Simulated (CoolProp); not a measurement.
Vapour-liquid equilibrium of n-butane (1) + acetone (2) at 385.3 K; x and y are mole fractions of (1).

Computed with CoolProp (multi-fluid Helmholtz-energy mixture model, Bücker 2006 and Lemmon 2006; pair parameters Bell 2016).

Task: Give the bubble pressure and the first vapour's composition at x = 0.275, 0.35, 0.65. Is there an azeotrope?

Result: x = 0.275: 12.55 bar, y = 0.631; x = 0.35: 13.79 bar, y = 0.676; x = 0.65: 17.04 bar, y = 0.794. No azeotrope shows between x = 0.05 and 0.95.

The pair parameters rest on a limited set of measurements; away from them the model extrapolates.
